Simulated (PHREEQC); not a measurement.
Consider water at 83 °C with 0.028 mol HF, 0.12 mol (NH4)2SiF6, 3.2e-05 mol H3PO4 and 0.00019 mol HCl per kg of water. Closed to the air; pH follows from the charge balance.

Model: ion-association model, phreeqc.dat, run in PHREEQC.

### Question
The ionic strength comes out as 0.363 mol/kgw. What activity coefficients do HF2-, NH4+, H2PO4-, F-, H+ get?

### Answer
HF2- 0.70, NH4+ 0.59, H2PO4- 0.68, F- 0.63, H+ 0.76.

No solid was allowed to form. At this temperature some constants are extrapolated from 25 °C, and those without enthalpy data are left unchanged. SiF6-2 is the database's only silicon fluoride.
